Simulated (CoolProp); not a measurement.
Vapour-liquid equilibrium of propane (1) + R227EA (2) at 218.6 K; x and y are mole fractions of (1).

Model: multi-fluid Helmholtz-energy mixture model, Lemmon 2009 and Lemmon 2016; pair parameters Bell 2016, in CoolProp.

```
x     bubble pressure (MPa)  y at the bubble point  dew pressure at overall composition x (MPa)  liquid density (mol/L)
----  ---------------------  ---------------------  -------------------------------------------  ----------------------
0.05                0.02660                  0.507                                      0.01432                   9.932
0.2                 0.04944                  0.761                                      0.01689                   10.30
0.35                0.05699                  0.805                                      0.02056                   10.72
0.5                 0.05841                  0.814                                      0.02624                   11.20
0.65                0.05861                  0.817                                      0.03612                   11.76
0.8                 0.05922                  0.835                                      0.05604                   12.42
0.95                0.05841                  0.925                                      0.05783                   13.20
```

y crosses x between x = 0.8 and 0.95: the model has an azeotrope there.

The pair parameters rest on a limited set of measurements; away from them the model extrapolates. With so large a gap from Raoult's law the liquid may split in two, which this calculation doesn't test in full.
